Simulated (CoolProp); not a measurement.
Vapour-liquid equilibrium of isobutane (1) + isobutene (2) at 221.9 K; x and y are mole fractions of (1).

Values from CoolProp's multi-fluid Helmholtz-energy mixture model, Bücker 2006 and Lemmon 2005; pair parameters Bell 2016.

```csv
x,bubble pressure (MPa),y at the bubble point,dew pressure at overall composition x (MPa),liquid density (mol/L)
0.05,0.01220,0.070,[?],11.96
0.125,0.01257,[?],0.01240,11.88
0.2,0.01291,0.257,0.01269,[?]
0.275,0.01324,0.341,0.01298,11.70
0.35,0.01355,0.419,0.01328,11.62
0.425,0.01384,0.494,0.01357,11.53
0.5,0.01411,0.566,0.01386,11.45
0.575,[?],0.635,[?],11.37
0.65,0.01463,0.702,0.01443,11.29
0.725,0.01486,0.768,0.01471,11.21
0.8,0.01509,0.832,0.01498,11.14
0.875,0.01531,0.895,0.01524,11.06
0.95,0.01551,[?],0.01549,10.99
```

Task: Some entries are withheld; supply them.

Result: 
- 0.05, dew pressure at overall composition x (MPa): 0.01212
- 0.125, y at the bubble point: 0.167
- 0.2, liquid density (mol/L): 11.79
- 0.575, bubble pressure (MPa): 0.01438
- 0.575, dew pressure at overall composition x (MPa): 0.01415
- 0.95, y at the bubble point: 0.958

No azeotrope shows between x = 0.05 and 0.95.

The pair parameters rest on a limited set of measurements; away from them the model extrapolates.
